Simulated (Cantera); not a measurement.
Source: NASA polynomial tables (part measured, part estimated), evaluated in Cantera. Values are per mole of reaction as written; species without (g) are pure solids or liquids, kept so even where they would boil at 1 bar.

1.2 Ti + O2(g) ⇌ 0.4 Ti3O5, with ΔH° = -983.7 kJ and ΔS° = -190.3 J/K at 300 K.

**Question.** How far is the shortcut ΔG° ≈ ΔH°(300 K) − T·ΔS°(300 K) from the full temperature-dependent value at 748, 948, 1148, 1348, 1548, 1748 K?

**Answer.** 
| T (K) | shortcut (kJ) | full (kJ) | difference (kJ) | difference in log10 K | condensed phases |
|---|---|---|---|---|---|
| 748 | -841.4 | -846.9 | 5.6 | -0.39 | Ti(α), Ti3O5(s) |
| 948 | -803.3 | -813.2 | 9.8 | -0.54 | Ti(α), Ti3O5(s) |
| 1148 | -765.3 | -779.8 | 14.5 | -0.66 | Ti(α), Ti3O5(s) |
| 1348 | -727.2 | -746.0 | 18.7 | -0.73 | Ti(β), Ti3O5(s) |
| 1548 | -689.2 | -712.6 | 23.5 | -0.79 | Ti(β), Ti3O5(s) |
| 1748 | -651.1 | -679.8 | 28.7 | -0.86 | Ti(β), Ti3O5(s) |
The shortcut ignores heat capacities and the phase changes listed.
